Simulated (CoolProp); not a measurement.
R245fa along the isotherm 440 K: Z from the reference equation and from simpler models built on Tc = 427.0 K, pc = 3.651 MPa, ω = 0.378; each cubic takes its own stable root.

Values from CoolProp's reference Helmholtz-energy equation of state, Akasaka 2015.

```tsv
p (MPa)	phase	reference
3.32	gas	0.6344
6.64	supercritical	0.2961
9.96	supercritical	0.3971
13.3	supercritical	0.5011
16.6	supercritical	0.6021
19.9	supercritical	0.7012
23.2	supercritical	0.7986
26.6	supercritical	0.8972
29.9	supercritical	0.9915
33.2	supercritical	1.085
36.5	supercritical	1.176
```

Problem. How far does each simpler model (Soave-Redlich-Kwong, Peng-Robinson) lie from the reference over these 11 states: mean and median of the absolute difference, and the worst?

Solution. 
- Soave-Redlich-Kwong: mean 9.1 %, median 7.8 %, worst +20.8 % at 440 K and 6.64 MPa
- Peng-Robinson: mean 3.8 %, median 3.7 %, worst +9.8 % at 440 K and 6.64 MPa
